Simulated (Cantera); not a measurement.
Cantera with NASA thermochemical tables; ideal gases at 1 bar, condensed phases pure. Values are per mole of reaction as written; species without (g) are pure solids or liquids, kept so even where they would boil at 1 bar.

### Question
Between 1323 and 1773 K, where is each reaction favourable under standard conditions?
- 2 SF₆(g) = S₂(g) + 12 F(g)

### Answer
- 2 SF₆(g) = S₂(g) + 12 F(g): ΔG° is 1427 kJ at 1323 K and 709 kJ at 1773 K; it stays positive (K < 1). ΔH° is 3532 kJ and ΔS° 1592 J/K at 1773 K.
